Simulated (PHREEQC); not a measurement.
Make-up at 25 °C: 0.0012 mol/kgw HF and 0.00013 mol/kgw (CH3)4NF. Closed to the air; pH follows from the charge balance.

Equilibrium calculation in PHREEQC: ion-association model, wateq4f.dat.

Precipitation was switched off in this run.

Q: What pH, ionic strength does the model give?

A: pH 3.24; ionic strength 0.000723 mol/kgw.

Q: In which forms is F present?

A: F- 54 %, HF 45 % of the F.

(CH3)4N+ isn't in the database: it is added as a free cation with an ion size of 4 Å.
